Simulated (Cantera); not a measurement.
Input: 1 mol Al2O3, 0.024 mol H2, held at 3.10 mbar.

Equilibrium computed with Cantera from the NASA thermochemical tables; the gas is ideal and each condensed phase is pure. Candidate condensed phases: Al, Al2O3, H2O; 41 gas species. Ions and electrons are included (thermal ionisation). The numbers say what is thermodynamically allowed, not how fast it happens.

Q: Which condensed phases are stable at each of these points (T (°C)): 1727, 1977, 2227, 2477, 2727, 2977, 3227, 3477, 3727, 3977, 4227, 4477, 4727?

A: 
```tsv
T (°C)	condensed phases	Al condensed (%)
1727	Al2O3(s)	100.0
1977	Al2O3(s)	100.0
2227	Al2O3(l)	100.0
2477	Al2O3(l)	99.8
2727	Al2O3(l)	90.8
2977	gas only	0.0
3227	gas only	0.0
3477	gas only	0.0
3727	gas only	0.0
3977	gas only	0.0
4227	gas only	0.0
4477	gas only	0.0
4727	gas only	0.0
```

From 1727 °C to 1977 °C the condensed part is Al2O3(s). From 2227 °C to 2727 °C the condensed part is Al2O3(l). From 2977 °C to 4727 °C nothing is condensed.
